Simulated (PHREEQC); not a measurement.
A solution holds 0.0057 mol/kgw NaHCO3, 0.027 mol/kgw Na2SO4 and 0.0028 mol/kgw KCl, at 85 °C. Closed to the air; pH follows from the charge balance.

Computed with PHREEQC (ion-association model, wateq4f.dat).

Each row changes one thing in this solution. Precipitation was switched off in this run.

| case | pH | ionic strength (mol/kgw) | Na+ (mol/kgw) | SO4-2 (mol/kgw) | HCO3- (mol/kgw) | NaSO4- (mol/kgw) | SI of Nahcolite (NaHCO3) | SI of Halite (NaCl) |
|---|---|---|---|---|---|---|---|---|
| as made | 7.62 | 0.0822 | 0.0563 | 0.0235 | 0.00519 | 0.00319 | -3.67 | -5.73 |
| temperature from 85 to 40 °C | 7.92 | 0.0833 | 0.0567 | 0.0239 | 0.00539 | 0.00286 | -3.30 | -5.63 |
| diluted 2-fold with water | 7.72 | 0.0423 | 0.0287 | 0.0123 | 0.00265 | 0.00107 | -4.20 | -6.28 |
| 0.0022 mol/kgw CO2 added | 6.64 | 0.0823 | 0.0564 | 0.0235 | 0.00555 | 0.00320 | -3.64 | -5.73 |
| diluted 100-fold with water | 7.27 | 0.000893 | 0.000596 | 0.000269 | 5.10e-5 | 9.47e-7 | -7.46 | -9.51 |
| KCl replaced by MgCl2 at the same molality | 7.61 | 0.0808 | 0.0564 | 0.0220 | 0.00515 | 0.00302 | -3.67 | -5.43 |
| temperature from 85 to 5 °C | 8.31 | 0.0843 | 0.0571 | 0.0244 | 0.00545 | 0.00245 | -2.96 | -5.53 |
| NaHCO3 from 0.0057 to 0.00513 mol/kgw | 7.62 | 0.0817 | 0.0557 | 0.0235 | 0.00467 | 0.00317 | -3.71 | -5.74 |
| diluted 5-fold with water | 7.75 | 0.0174 | 0.0117 | 0.00514 | 0.00108 | 0.000232 | -4.93 | -7.01 |

Some of these states are supersaturated (in Magnesite (slow to form), for instance). Constants without temperature data keep their 25 °C values here.
